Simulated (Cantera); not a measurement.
A perfectly stirred reactor is fed with CH4 : O2 : N2 = 1 : 2.74 : 10.3 (molar parts), equivalence ratio 0.73, at 11.0 bar; it is adiabatic with a 325 K inlet, and is followed from long to short residence time, starting on the burning branch (τ in s: 0.021, 0.009, 0.0038, 0.0016, 0.00066, 0.00028, 0.00012, 4.9e-05, 2e-05).

Cantera simulation using GRI-Mech 3.0 (53 species, 325 reactions); the numbers are that mechanism's predictions, not measurements.

### Question
Predict: blow-out, bracketed by the residence times tried; x(CH4) at τ = 21.0 ms; x(O2) at τ = 21.0 ms; x(NO2) at τ = 21.0 ms; x(CH2) at τ = 21.0 ms; x(CH4) at τ = 0.660 ms; x(O2) at τ = 0.660 ms; x(NO2) at τ = 0.660 ms; x(CH2) at τ = 0.660 ms.

### Answer
```
Quantity                                                                        Value
------------------------------------------------  -----------------------------------
blow-out, bracketed by the residence times tried  burning at 0.120 ms, out at 49.0 µs
x(CH4) at τ = 21.0 ms                                                         1.02e-5
x(O2) at τ = 21.0 ms                                                           0.0526
x(NO2) at τ = 21.0 ms                                                         1.29e-7
x(CH2) at τ = 21.0 ms                                                         3.60e-8
x(CH4) at τ = 0.660 ms                                                       0.000140
x(O2) at τ = 0.660 ms                                                          0.0541
x(NO2) at τ = 0.660 ms                                                        1.00e-7
x(CH2) at τ = 0.660 ms                                                        8.68e-7
```
